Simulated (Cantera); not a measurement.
What does this Cantera script print?

```python
import numpy as np
import cantera as ct

gas = ct.Solution("gri30.yaml")
gas.TPX = 2623, 6800, {'CH4': 0.015, 'H2': 1, 'H2O': 0.077}
reactor = ct.IdealGasConstPressureReactor(gas, energy="off", clone=False)
net = ct.ReactorNet([reactor])
net.rtol, net.atol = 1e-08, 1e-18
show = ['CH4', 'H2', 'CH2', 'C2H', 'H']
times = np.geomspace(1e-05, 5, 11)

steps = ct.SolutionArray(gas, extra=["t"])
rows = []
print(f"{'t/s':>10s}{'T/K':>9s}{'P/Pa':>11s}" + "".join(f"{s:>11s}" for s in show))
for t in times:
    while net.time < t:
        t_next = net.step()
        steps.append(gas.state, t=t_next)
    rows.append([np.interp(t, steps.t, y) for y in (steps.T, steps.P, *steps(*show).X.T)])
    print(f"{t:10.3e}{rows[-1][0]:9.1f}{rows[-1][1]:11.4g}" + "".join(f"{x:11.3e}" for x in rows[-1][2:]))
rate = np.gradient(steps.T, steps.t)
print("integrator steps:", len(steps.t))
if steps.T.max() > steps.T[0] + 200:
    print(f"time of steepest temperature rise: {steps.t[rate.argmax()]:.4e} s")
gas.TPX = 2623, 6800, {'CH4': 0.015, 'H2': 1, 'H2O': 0.077}
gas.equilibrate("TP")
print(f"equilibrium (TP): T = {gas.T:.1f} K  " + "  ".join(f"{s} {gas[s].X[0]:.3e}" for s in show))
```

Output:

```
       t/s      T/K       P/Pa        CH4         H2        CH2        C2H          H
 1.000e-05   2623.0       6800  1.321e-02  9.143e-01  1.355e-06  7.007e-12  1.519e-03
 3.714e-05   2623.0       6800  1.219e-02  9.103e-01  1.417e-05  3.438e-09  5.731e-03
 1.380e-04   2623.0       6800  9.007e-03  8.987e-01  9.731e-05  7.752e-07  1.879e-02
 5.125e-04   2623.0       6800  2.392e-03  8.873e-01  1.066e-04  1.217e-05  3.696e-02
 1.904e-03   2623.0       6800  3.694e-04  8.818e-01  3.196e-05  8.094e-06  4.865e-02
 7.071e-03   2623.0       6800  7.193e-07  8.668e-01  1.190e-07  1.580e-08  6.706e-02
 2.627e-02   2623.0       6800  3.431e-12  8.237e-01  1.894e-12  2.764e-17  1.117e-01
 9.756e-02   2623.0       6800  1.229e-12  7.927e-01  1.207e-12  1.338e-17  1.438e-01
 3.624e-01   2623.0       6800  1.193e-12  7.918e-01  1.191e-12  1.310e-17  1.448e-01
 1.346e+00   2623.0       6800  1.193e-12  7.918e-01  1.191e-12  1.310e-17  1.448e-01
 5.000e+00   2623.0       6800  1.193e-12  7.918e-01  1.191e-12  1.310e-17  1.448e-01
integrator steps: 1603
equilibrium (TP): T = 2623.0 K  CH4 1.288e-12  H2 7.918e-01  CH2 1.256e-12  C2H 1.401e-17  H 1.448e-01
```

Model: GRI-Mech 3.0 (53 species, 325 reactions), integrated in Cantera.
